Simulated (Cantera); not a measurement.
# Aluminium nitride and oxide growth: Al + N₂O + H₂

Feed: 1 mol Al, a varied amount of N₂O, 8.2 mol H₂, at 1652 °C and 1300 Pa.

Method: chemical equilibrium by Gibbs-energy minimisation in Cantera with the NASA 1993 tables (ideal gas, pure condensed phases). Candidate condensed phases: Al, AlN, Al₂O₃, H₂O; 35 gas species. Rates play no part.

| n(N₂O) (mol) | x H₂ | x N₂ | x H₂O | x O₂ | x H | n Al₂O₃(s) |
|---|---|---|---|---|---|---|
| 2.3 | 0.699 | 0.218 | 0.0759 | 2.32e-8 | 0.00701 | 0.500 |
| 2.8 | 0.622 | 0.254 | 0.118 | 7.06e-8 | 0.00661 | 0.500 |
| 3.4 | 0.538 | 0.292 | 0.163 | 1.81e-7 | 0.00615 | 0.500 |
| 4.2 | 0.440 | 0.338 | 0.217 | 4.80e-7 | 0.00556 | 0.500 |
| 5.2 | 0.333 | 0.387 | 0.275 | 1.35e-6 | 0.00484 | 0.500 |
| 6.3 | 0.232 | 0.433 | 0.330 | 3.98e-6 | 0.00404 | 0.500 |
| 7.8 | 0.118 | 0.487 | 0.392 | 2.19e-5 | 0.00288 | 0.500 |
| 9.5 | 0.0157 | 0.535 | 0.444 | 0.00157 | 0.00105 | 0.500 |
| 12 | 0.00233 | 0.559 | 0.377 | 0.0519 | 0.000405 | 0.500 |
| 14 | 0.00159 | 0.572 | 0.331 | 0.0853 | 0.000335 | 0.500 |
| 18 | 0.00102 | 0.589 | 0.265 | 0.133 | 0.000268 | 0.500 |
| 22 | 0.000766 | 0.601 | 0.221 | 0.165 | 0.000232 | 0.500 |
x: gas mole fraction; n: condensed amount in mol.

From 2.3 mol N₂O to 22 mol N₂O the condensed part is Al₂O₃(s).
